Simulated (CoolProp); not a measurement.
Aqueous potassium acetate as a coolant, 29 % by mass, freezing at -21.6 °C, 1 atm.

The numbers come from the Melinder's fits for secondary coolants in CoolProp.

| T (°C) | viscosity (mPa s) | conductivity (W/(m K)) | cp (kJ/(kg K)) | density (kg/m³) |
|---|---|---|---|---|
| -20 | 9.47 | 0.452 | 3.178 | 1166 |
| -11.6 | 6.34 | 0.463 | 3.195 | 1164 |
| -3.1 | 4.48 | 0.473 | 3.212 | 1161 |
| 5.3 | 3.35 | 0.484 | 3.228 | 1158 |
| 13.7 | 2.60 | 0.495 | 3.245 | 1155 |
| 22.1 | 2.10 | 0.506 | 3.261 | 1151 |
| 30.6 | 1.73 | 0.517 | 3.279 | 1147 |
